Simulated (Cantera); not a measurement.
A perfectly stirred reactor is fed with 15.6 % C3H8, 84.4 % H2, at 0.188 atm; it is held at 1900 K, and followed from long to short residence time.

Computed with Cantera and GRI-Mech 3.0 (53 species, 325 reactions). GRI-Mech 3.0 was tuned for natural gas; its chemistry of propane as a main component is partial and can be far from experiment. GRI-Mech 3.0 stops at C3 and has no aromatics, soot or wall deposition, so with more carbon than oxygen in the feed, carbon stays in small species such as C2H2 where larger ones or solid carbon would form.

**Question.** Predict: x(C3H8) at τ = 6.60 s; x(H2) at τ = 6.60 s; x(C2H4) at τ = 6.60 s; x(H) at τ = 6.60 s; x(CH2) at τ = 6.60 s; x(C3H8) at τ = 81.0 ms; x(H2) at τ = 81.0 ms; x(C2H4) at τ = 81.0 ms; x(H) at τ = 81.0 ms; x(CH2) at τ = 81.0 ms.

**Answer.** 
| Item | Result |
|---|---|
| x(C3H8) at τ = 6.60 s | 1.16e-7 |
| x(H2) at τ = 6.60 s | 0.837 |
| x(C2H4) at τ = 6.60 s | 0.000306 |
| x(H) at τ = 6.60 s | 0.00168 |
| x(CH2) at τ = 6.60 s | 3.06e-7 |
| x(C3H8) at τ = 81.0 ms | 9.24e-6 |
| x(H2) at τ = 81.0 ms | 0.824 |
| x(C2H4) at τ = 81.0 ms | 0.000480 |
| x(H) at τ = 81.0 ms | 0.00179 |
| x(CH2) at τ = 81.0 ms | 2.08e-6 |
